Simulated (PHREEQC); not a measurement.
Model water analysis in mg/kgw, 25 °C, pH 7.61, pe 13:

```json
[
 {"constituent": "Na", "mg/kgw": "1390"},
 {"constituent": "K", "mg/kgw": "9.12"},
 {"constituent": "Ca", "mg/kgw": "672"},
 {"constituent": "Mg", "mg/kgw": "183"},
 {"constituent": "Cl", "mg/kgw": "3760"},
 {"constituent": "S(6) as SO4", "mg/kgw": "285"},
 {"constituent": "Alkalinity as HCO3", "mg/kgw": "23.6"},
 {"constituent": "Br", "mg/kgw": "4.57"}
]
```

Valence states are taken as typed.

Computed with PHREEQC (ion-association model, phreeqc.dat).

This is a speciation only: nothing precipitates in the calculation.

Question: Order these S species by the share of S that they hold, largest first: NaSO4-, SO4-2, MgSO4, CaSO4.

Answer: SO4-2 (61 %), CaSO4 (21 %), MgSO4 (13 %), NaSO4- (6.2 %)

Question: Order these C species by the share of C that they hold, largest first: NaHCO3, HCO3-, CaHCO3+, MgHCO3+, CO2.

Answer: HCO3- (84 %), CaHCO3+ (6.2 %), CO2 (3.5 %), MgHCO3+ (2.7 %), NaHCO3 (1.6 %)

The pH is 7.61 and the ionic strength 0.134 mol/kgw. Species that the database lacks are ignored.
